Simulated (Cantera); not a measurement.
A closed system holds: 1 mol FeS2, 190 mol H2, 57 mol N2, at 1 atm.

Cantera equilibrium calculation (NASA polynomials, part measured and part estimated; ideal gas, pure solids and liquids). Candidate condensed phases: Fe, FeS, FeS2, S; 16 gas species. Metal and sulfide melt together well below either melting point, which pure phases cannot show. Mutual solubility and eutectic melting of coexisting phases are not modelled. FeS: taken at fixed stoichiometry. The numbers say what is thermodynamically allowed, not how fast it happens.

Task: What share of the Fe ends up in condensed phases as a function of T (K), at 1323, 1398, 1473, 1548, 1623, 1698, 1773, 1848, 1923, 1998, 2073, 2148, 2223?

Result: 
| T (K) | Fe condensed (%) | as |
|---|---|---|
| 1323 | 100.0 | Fe(γ) + FeS(s) |
| 1398 | 100.0 | Fe(γ) |
| 1473 | 100.0 | Fe(γ) |
| 1548 | 100.0 | Fe(γ) |
| 1623 | 100.0 | Fe(γ) |
| 1698 | 99.9 | Fe(δ) |
| 1773 | 99.5 | Fe(δ) |
| 1848 | 98.6 | Fe(l) |
| 1923 | 96.4 | Fe(l) |
| 1998 | 91.3 | Fe(l) |
| 2073 | 80.4 | Fe(l) |
| 2148 | 58.3 | Fe(l) |
| 2223 | 16.0 | Fe(l) |
